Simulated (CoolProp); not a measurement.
The fluid at 269.09 K and 0.00853 MPa flows at 0.86 m/s in a round tube of 2 mm bore and 15 µm roughness, fully developed (64/Re and Nu = 3.66 if laminar; Colebrook and Gnielinski if turbulent). The same conditions are run with several fluids, on thermodynamics alone (safety and materials aside).

The numbers come from the reference Helmholtz-energy equation of state of each fluid (R11: Jacobsen 1992; R134a: Tillner-Roth 1994; propylene: Lemmon 2013; normal hydrogen: Leachman 2009) in CoolProp.

Question: Rank R11, R134a, propylene, normal hydrogen by Reynolds number, highest first.

Answer: R11 (97.9), R134a (62.5), propylene (35.8), normal hydrogen (1.59)

```
fluid            Darcy friction factor  pressure drop (Pa/m)  heat-transfer coefficient (W/(m² K))  mass flow (kg/h)
---------------  ---------------------  --------------------  ------------------------------------  ----------------
R11                              0.654                  63.6                                  13.2           0.00512
R134a                             1.02                  73.8                                  20.2           0.00379
propylene                         1.79                  53.1                                  26.2           0.00156
normal hydrogen                   40.1                  57.0                                   313           7.47e-5
```

Transport values come from each fluid's own correlations; those of R11, R134a, propylene are estimates that may be off by 10 % or more.
